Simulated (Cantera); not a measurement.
What does this Cantera script print?

```python
import numpy as np
import cantera as ct

gas_names = [...]  # 113 gases of nasa_gas.yaml made of C, F, H, Si
cond_names = """
    C(gr) C6H6(L) C7H8(L) C8H18(L),n-octa Si(cr) Si(L) SiC(b)
""".split()


# ... load() reads the species with a 1 bar reference pressure and builds the phases ...
atoms = {
    'C2F6': {'C': 2, 'F': 6},
    'Si': {'Si': 1},
    'H2': {'H': 2},
}
top_T = {'C(gr)': 4500, 'SiC(b)': 3050}  # K; cautious upper limits of use, not melting points


# ... equilibrate(T, P, feed) seeds the gas with the atoms and calls Mixture.equilibrate('TP', solver="vcs", rtol=1e-11, max_steps=5000) ...
results = []
feed = {'C2F6': 1, 'Si': 0.008, 'H2': 0.2}  # mol
for P in [1, 3.6, 13, 46, 170, 600, 2200, 7700, 28000, 100000]:
    for T in [2400, 2450, 2500, 2550, 2600, 2650, 2700, 2750, 2800, 2850, 2900, 2950, 3000]:
        mix = equilibrate(T, P, feed)
        results.append((T, P, feed, dict(zip(mix.species_names, mix.species_moles))))

for T, P, feed, n in results:
    print(f"{T:7g} {P:10.4g}  " + (" + ".join(c for c in cond_names if n.get(c, 0) > 1e-12) or "gas only"))
```

It prints:

```
   2400          1  C(gr)
   2450          1  C(gr)
   2500          1  C(gr)
   2550          1  gas only
   2600          1  gas only
   2650          1  gas only
   2700          1  gas only
   2750          1  gas only
   2800          1  gas only
   2850          1  gas only
   2900          1  gas only
   2950          1  gas only
   3000          1  gas only
   2400        3.6  C(gr)
   2450        3.6  C(gr)
   2500        3.6  C(gr)
   2550        3.6  C(gr)
   2600        3.6  C(gr)
   2650        3.6  gas only
   2700        3.6  gas only
   2750        3.6  gas only
   2800        3.6  gas only
   2850        3.6  gas only
   2900        3.6  gas only
   2950        3.6  gas only
   3000        3.6  gas only
   2400         13  C(gr)
   2450         13  C(gr)
   2500         13  C(gr)
   2550         13  C(gr)
   2600         13  C(gr)
   2650         13  C(gr)
   2700         13  C(gr)
   2750         13  gas only
   2800         13  gas only
   2850         13  gas only
   2900         13  gas only
   2950         13  gas only
   3000         13  gas only
   2400         46  C(gr)
   2450         46  C(gr)
   2500         46  C(gr)
   2550         46  C(gr)
   2600         46  C(gr)
   2650         46  C(gr)
   2700         46  C(gr)
   2750         46  C(gr)
   2800         46  C(gr)
   2850         46  gas only
   2900         46  gas only
   2950         46  gas only
   3000         46  gas only
   2400        170  C(gr)
   2450        170  C(gr)
   2500        170  C(gr)
   2550        170  C(gr)
   2600        170  C(gr)
   2650        170  C(gr)
   2700        170  C(gr)
   2750        170  C(gr)
   2800        170  C(gr)
   2850        170  C(gr)
   2900        170  C(gr)
   2950        170  gas only
   3000        170  gas only
   2400        600  C(gr)
   2450        600  C(gr)
   2500        600  C(gr)
   2550        600  C(gr)
   2600        600  C(gr)
   2650        600  C(gr)
   2700        600  C(gr)
   2750        600  C(gr)
   2800        600  C(gr)
   2850        600  C(gr)
   2900        600  C(gr)
   2950        600  C(gr)
   3000        600  C(gr)
   2400       2200  C(gr)
   2450       2200  C(gr)
   2500       2200  C(gr)
   2550       2200  C(gr)
   2600       2200  C(gr)
   2650       2200  C(gr)
   2700       2200  C(gr)
   2750       2200  C(gr)
   2800       2200  C(gr)
   2850       2200  C(gr)
   2900       2200  C(gr)
   2950       2200  C(gr)
   3000       2200  C(gr)
   2400       7700  C(gr)
   2450       7700  C(gr)
   2500       7700  C(gr)
   2550       7700  C(gr)
   2600       7700  C(gr)
   2650       7700  C(gr)
   2700       7700  C(gr)
   2750       7700  C(gr)
   2800       7700  C(gr)
   2850       7700  C(gr)
   2900       7700  C(gr)
   2950       7700  C(gr)
   3000       7700  C(gr)
   2400    2.8e+04  C(gr)
   2450    2.8e+04  C(gr)
   2500    2.8e+04  C(gr)
   2550    2.8e+04  C(gr)
   2600    2.8e+04  C(gr)
   2650    2.8e+04  C(gr)
   2700    2.8e+04  gas only
   2750    2.8e+04  gas only
   2800    2.8e+04  gas only
   2850    2.8e+04  gas only
   2900    2.8e+04  C(gr)
   2950    2.8e+04  C(gr)
   3000    2.8e+04  C(gr)
   2400      1e+05  C(gr)
   2450      1e+05  C(gr)
   2500      1e+05  C(gr)
   2550      1e+05  C(gr)
   2600      1e+05  C(gr)
   2650      1e+05  C(gr)
   2700      1e+05  C(gr)
   2750      1e+05  C(gr)
   2800      1e+05  gas only
   2850      1e+05  gas only
   2900      1e+05  gas only
   2950      1e+05  gas only
   3000      1e+05  gas only
```

Method: chemical equilibrium by Gibbs-energy minimisation in Cantera with the NASA 1993 tables (ideal gas, pure condensed phases). The feed counts by its element totals alone. The tables' values for SiF2, SiF3 are old estimates.
